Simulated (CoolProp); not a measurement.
Vapour-liquid equilibrium of R143a (1) + dimethyl ether (2) at 244 kPa; x and y are mole fractions of (1).

Computed with CoolProp (multi-fluid Helmholtz-energy mixture model, Lemmon and Jacobsen 2000 and Wu 2011; pair parameters Bell 2016).

```
x     bubble temperature, mixture model (K)  bubble temperature, Raoult's law (K)  y, mixture model  y, Raoult's law
----  -------------------------------------  ------------------------------------  ----------------  ---------------
0.05                                  268.4                                 268.8             0.118            0.111
0.15                                  264.6                                 265.4             0.306            0.297
0.25                                  261.3                                 262.4             0.451            0.448
0.35                                  258.5                                 259.6             0.565            0.570
0.45                                  256.1                                 257.1             0.659            0.671
0.55                                  254.0                                 254.8             0.738            0.755
0.65                                  252.0                                 252.7             0.807            0.825
0.75                                  250.3                                 250.7             0.868            0.885
0.85                                  248.6                                 248.9             0.923            0.936
0.95                                  247.1                                 247.2             0.975            0.980
```

The largest gap from Raoult's law is -1.1 K in bubble temperature, at x = 0.35. No azeotrope shows between x = 0.05 and 0.95.

The pair parameters rest on a limited set of measurements; away from them the model extrapolates.
